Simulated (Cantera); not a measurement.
# Transport properties of process gases

Gas mixture: 100 % NO, at 0.197 atm, frozen composition.

Cantera's kinetic-theory transport with the Lennard-Jones parameters of GRI-Mech 3.0, ideal gas; thermal conductivity in the mixture-averaged form. The composition is frozen, though it would react at the higher temperatures.

```tsv
T (K)	ρ (kg/m³)	cp (J/kg/K)	μ (µPa s)	λ (mW/m/K)	Pr	D (cm²/s) N2	D (cm²/s) H2	D (cm²/s) NH3
400	0.180	998.6	23.1	32.4	0.712	1.72	6.41	1.91
500	0.144	1016	27.0	38.8	0.708	2.52	9.33	2.89
600	0.120	1041	30.6	45.1	0.706	3.43	12.7	4.02
700	0.103	1067	34.0	51.3	0.707	4.44	16.4	5.28
800	0.0902	1092	37.1	57.3	0.708	5.56	20.4	6.68
900	0.0802	1114	40.1	63.0	0.708	6.77	24.8	8.20
1000	0.0722	1133	42.9	68.6	0.709	8.07	29.6	9.83
1100	0.0656	1147	45.7	74.1	0.707	9.46	34.6	11.6
1200	0.0601	1159	48.4	79.3	0.707	10.9	40.0	13.4
```
D: mixture-averaged diffusion coefficient of that species in the mixture.
